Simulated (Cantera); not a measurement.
Input: 1 mol B₂O₃, 8.3 mol O₂, 53 mol N₂, equilibrated at 1277 °C and 0.518 Torr.

Equilibrium computed with Cantera from the NASA thermochemical tables; the gas is ideal and each condensed phase is pure. Rates play no part.

| species | before | after |
|---|---|---|
| N₂ | 0.850 | 0.829 |
| O₂ | 0.132 | 0.108 |
| O | 0.000108 | 0.0288 |
| BO₂ | 0.00153 | 0.0184 |
| B₂O₃ | 0.0153 | 0.00573 |
| BO | 2.51e-7 | 0.00155 |
| NO | 0.00128 | 0.00875 |
Gas species are given as mole fractions.

Problem. Which change was made?
A. temperature from 1277 °C to 650 °C
B. temperature from 1277 °C to 1902 °C
C. temperature from 1277 °C to 1227 °C
D. temperature from 1277 °C to 1652 °C

Solution. B, temperature from 1277 °C to 1902 °C
